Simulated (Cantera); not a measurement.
## Equilibrium for silicon oxide and oxynitride deposition: TEOS + O₂ + H₂ + H₂O

Charge: 1 mol TEOS, 2 mol O₂, 22 mol H₂, 0.97 mol H₂O, at 210 Pa.

These are equilibrium values from Cantera (NASA tables, ideal gas, pure condensed phases), not measurements of a reactor. Candidate condensed phases: C, C₆H₆, C₇H₈, C₈H₁₈, H₂O, Si, SiC, SiO₂; 123 gas species. The feed counts by its element totals alone. Mutual solubility and eutectic melting of coexisting phases are not modelled. The tables hold silica as quartz up to 1696 K and as liquid above; real silica turns to tridymite and cristobalite and melts near 1996 K. Kinetics and transport are ignored.

```csv
T (°C),x H₂,x CO,x H,x SiO,x Si,x CH₄,x SiH,n C(graphite),n SiO₂(β-quartz),n SiC(s)
900,0.825,0.175,2.34e-6,3.22e-7,<1e-12,2.78e-5,<1e-12,1.03,1.000,0
1000,0.825,0.175,1.41e-5,7.87e-5,1.56e-11,1.34e-5,6.27e-12,1.03,0.997,0
1100,0.809,0.189,6.54e-5,0.00234,2.64e-9,2.06e-6,6.17e-10,0,0.593,0.312
1200,0.786,0.190,0.000245,0.0235,1.43e-7,4.53e-7,2.09e-8,0,0,0.0151
1300,0.785,0.190,0.000786,0.0235,1.72e-6,3.47e-7,1.68e-7,0,0,0.0150
1400,0.784,0.190,0.00220,0.0235,1.53e-5,2.73e-7,1.05e-6,0,0,0.0146
1500,0.781,0.190,0.00549,0.0234,0.000106,2.21e-7,5.28e-6,0,0,0.0124
1600,0.775,0.189,0.0124,0.0230,0.000590,1.82e-7,2.22e-5,0,0,0.000754
1700,0.763,0.188,0.0257,0.0228,0.000675,3.65e-8,1.96e-5,0,0,0
1800,0.741,0.186,0.0494,0.0225,0.000680,7.41e-9,1.54e-5,0,0,0
1900,0.707,0.182,0.0885,0.0221,0.000673,1.64e-9,1.21e-5,0,0,0
```
x: gas mole fraction; n: condensed amount in mol.

From 900 °C to 1000 °C the condensed part is C(graphite) + SiO₂(β-quartz). At 1100 °C the condensed part is SiC(s) + SiO₂(β-quartz). From 1200 °C to 1600 °C the condensed part is SiC(s). From 1700 °C to 1900 °C nothing is condensed. The main Si-bearing gas is SiO throughout.
